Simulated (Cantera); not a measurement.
A perfectly stirred reactor is fed with 3.18 % CH4, 0.540 % C2H6, 0.105 % C3H8, 18.7 % O2, 70.2 % N2, 7.31 % H2O, at 3.10 bar; it is adiabatic with a 625 K inlet, and is followed from long to short residence time, starting on the burning branch (τ in s: 0.25, 0.13, 0.065, 0.034, 0.017, 0.0088, 0.0045, 0.0023, 0.0012, 0.00061, 0.00032, 0.00016, 8.3e-05).

Model: GRI-Mech 3.0 (53 species, 325 reactions), integrated in Cantera.

One state of this run: T (K) = 1561; x CH4 = 0.000239; x C2H6 = 1.08e-5; x C3H8 = 2.22e-6; x C2H4 = 3.28e-5; x CH2CO = 1.99e-5; x CH3 = 3.43e-5. x: mole fraction; the columns are a selection and need not sum to one.

Task: Which value of τ (s) does it belong to?
A) 0.0045
B) 0.00032
C) 0.0012
D) 0.017

Result: C, 0.0012
